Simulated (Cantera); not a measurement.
Mixture: CH3OH : O2 : N2 : H2O = 1 : 0.682 : 2.56 : 0.1 (molar parts), at 4.93 atm, adiabatic and at constant volume. Ignition delay is the time to a rise of 400 K.

Computed with Cantera and GRI-Mech 3.0 (53 species, 325 reactions). GRI-Mech 3.0 was tuned for natural gas; its chemistry of methanol as a main component is partial and can be far from experiment.

**Question.** What does this change do: pressure from 4.93 atm to 9.67 atm?

**Answer.** 
```tsv
quantity	before	after
delay at 1073 K	21.7 ms	13.4 ms
delay at 1223 K	1.32 ms	0.806 ms
delay at 1373 K	0.153 ms	91.4 µs
delay at 1523 K	28.7 µs	16.8 µs
delay at 1673 K	7.84 µs	4.50 µs
apparent activation energy between 1523 and 1673 K	180 kJ/mol	190 kJ/mol
```

**Question.** What does this change do: pressure from 4.93 atm to 1.68 atm?

**Answer.** 
```tsv
quantity	before	after
delay at 1073 K	21.7 ms	50.6 ms
delay at 1223 K	1.32 ms	3.17 ms
delay at 1373 K	0.153 ms	0.376 ms
delay at 1523 K	28.7 µs	72.7 µs
delay at 1673 K	7.84 µs	20.3 µs
apparent activation energy between 1523 and 1673 K	180 kJ/mol	180 kJ/mol
```
